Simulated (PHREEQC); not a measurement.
Solution (60 °C): 0.0043 mol NaF per kg of water. Closed to the air; pH follows from the charge balance.

Model: ion-association model, phreeqc.dat, run in PHREEQC.

| quantity | before | after |
|---|---|---|
| pH | 7.05 | 4.03 |
| ionic strength (mol/kgw) | 0.00429 | 0.00439 |
| HF (mol/kgw) | 1.04e-6 | 0.000858 |

Problem. Which change was made?
(A) NaF from 0.0043 to 0.043 mol/kgw
(B) diluted 100-fold with water
(C) NaF from 0.0043 to 0.00473 mol/kgw
(D) 0.00097 mol/kgw HBr added
(E) NaF replaced by NH4HF2 at the same molality

Solution. D, 0.00097 mol/kgw HBr added

Precipitation was switched off in this run. Away from 25 °C the constants follow the database's enthalpies or fits; those with neither stay at their 25 °C values.
